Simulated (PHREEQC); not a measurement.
Make-up at 25 °C: 0.0014 mol Cu(NO3)2, 0.00047 mol H2SO4 and 0.02 mol H3BO3 per kg of water. Closed to the air; pH follows from the charge balance.

The numbers come from PHREEQC with the ion-association model, phreeqc.dat.

Precipitation was switched off in this run.

### Question
Order these S species by the share of S that they hold, largest first: HSO4-, CuSO4, SO4-2.

### Answer
SO4-2 (82 %), CuSO4 (12 %), HSO4- (5.4 %)

The pH is 3.07 and the ionic strength 0.00533 mol/kgw. Species that the database lacks are ignored.
